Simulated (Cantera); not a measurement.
A perfectly stirred reactor is fed with H2 : O2 : N2 : H2O = 0.14 : 1 : 0.39 : 0.15 (molar parts), at 0.0267 bar; it is held at 900 K, and followed from long to short residence time.

Detailed kinetics in Cantera: the H2/O2 subset of GRI-Mech 3.0, which has no nitrogen chemistry. Radical loss at walls, strong at low pressure, is not modelled. Below about 950 K walls govern HO2 and H2O2 in real vessels. The temperature is held fixed by assumption; the heat of reaction is taken as removed at once.

One state of this run: x H2 = 0.0130; x O2 = 0.579; x O = 0.00160; x HO2 = 2.58e-5; x H = 0.00152; x H2O2 = 7.99e-7. x: mole fraction; the columns are a selection and need not sum to one.

**Question.** Which value of τ (s) does it belong to?
(A) 0.054
(B) 0.89
(C) 0.021
(D) 15

**Answer.** C, 0.021
